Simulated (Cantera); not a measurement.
**Hydrocarbon pyrolysis for carbon deposition**

An isothermal, constant-pressure homogeneous reactor starts with C2H6 : H2 = 1 : 1.6 (molar parts), at 1350 K and 1.01 bar.

Model: GRI-Mech 3.0 (53 species, 325 reactions), integrated in Cantera. GRI-Mech 3.0 stops at C3 and has no aromatics, soot or wall deposition, so with more carbon than oxygen in the feed, carbon stays in small species such as C2H2 where larger ones or solid carbon would form.

```json
[
 {"t (s)": "0.000100", "x C2H6": "0.331", "x H2": "0.623", "x C2H2": "8.13e-5", "x CH3": "0.000282", "x C2H": "2.62e-12"},
 {"t (s)": "0.000484", "x C2H6": "0.170", "x H2": "0.644", "x C2H2": "0.00201", "x CH3": "0.000217", "x C2H": "6.57e-11"},
 {"t (s)": "0.00234", "x C2H6": "0.0179", "x H2": "0.662", "x C2H2": "0.0169", "x CH3": "7.76e-5", "x C2H": "3.75e-10"},
 {"t (s)": "0.0113", "x C2H6": "0.00341", "x H2": "0.666", "x C2H2": "0.0467", "x CH3": "3.65e-5", "x C2H": "5.11e-10"},
 {"t (s)": "0.0548", "x C2H6": "0.00217", "x H2": "0.665", "x C2H2": "0.0890", "x CH3": "3.33e-5", "x C2H": "7.65e-10"},
 {"t (s)": "0.265", "x C2H6": "0.00158", "x H2": "0.634", "x C2H2": "0.0963", "x CH3": "3.33e-5", "x C2H": "5.97e-10"},
 {"t (s)": "1.28", "x C2H6": "0.00113", "x H2": "0.567", "x C2H2": "0.0833", "x CH3": "3.28e-5", "x C2H": "3.29e-10"},
 {"t (s)": "6.20", "x C2H6": "0.000749", "x H2": "0.493", "x C2H2": "0.0680", "x CH3": "2.99e-5", "x C2H": "1.77e-10"},
 {"t (s)": "30.0", "x C2H6": "0.000660", "x H2": "0.471", "x C2H2": "0.0630", "x CH3": "2.90e-5", "x C2H": "1.46e-10"}
]
```
x: mole fraction; the columns are a selection and need not sum to one.

Equilibrium at this temperature and pressure: C2H6 0.000660, H2 0.471, C2H2 0.0630, CH3 2.90e-5, C2H 1.46e-10 (gas phase only).
